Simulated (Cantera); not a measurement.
A freely propagating, adiabatic, planar premixed flame of 37.5 % H₂, 13.1 % O₂, 49.4 % N₂, unburnt at 700 K and 120 Torr; mixture-averaged transport, grid criteria slope 0.08 and curve 0.16, no radiation.

Detailed kinetics in Cantera: the H2/O2 subset of GRI-Mech 3.0, which has no nitrogen chemistry. Burning velocities carry a grid error of a few per cent, more on coarse grids.

### Question
Predict: laminar burning velocity; thermal thickness; peak x(H₂O₂); peak x(OH); peak x(O).

### Answer
| Property | Result |
|---|---|
| laminar burning velocity | 942 cm/s |
| thermal thickness | 5.43 mm |
| peak x(H₂O₂) | 6.55e-7 |
| peak x(OH) | 0.0149 |
| peak x(O) | 0.0108 |
